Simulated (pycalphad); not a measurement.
CALPHAD calculation (pycalphad, COST 507 light-alloy database (1999)), 1 atm. The data set is of 1999 and partly superseded. Kinetics are ignored, which matters at the lower temperatures.

# Ti-17.16Hf-0.5157B (wt.%): equilibrium cooling sequence

```json
[
 {"T (K)": "1880.4", "phases above": "liquid", "phases below": "bcc + liquid"},
 {"T (K)": "1814.9", "phases above": "bcc + liquid", "phases below": "bcc + BM"},
 {"T (K)": "1119.8", "phases above": "bcc + BM", "phases below": "bcc + BM + hcp"},
 {"T (K)": "1111.9", "phases above": "bcc + BM + hcp", "phases below": "BM + hcp"}
]
```

Changes were sought between steps of 75 K, so a narrower field can be missed.

Database names, with the compositions (at.%) that they take in these runs: BM: Ti 49 B 50 Hf 0.
